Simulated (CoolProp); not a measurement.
Carbonyl sulfide at 298.15 K and 8.68 MPa is throttled through a valve to 1.51 MPa with no heat exchange. Each further row changes one setting.

The numbers come from the reference Helmholtz-energy equation of state, Lemmon 2006 in CoolProp. It is a short technical equation, of lower accuracy than the large ones.

| case | temperature change (K) | final phase | final density (kg/m³) |
|---|---|---|---|
| as stated | +0.9 | liquid | 989 |
| outlet pressure 0.453 MPa | -36.6 | two-phase, vapour fraction 0.175 | 73.5 |
| outlet pressure 1.96 MPa | +0.9 | liquid | 991 |
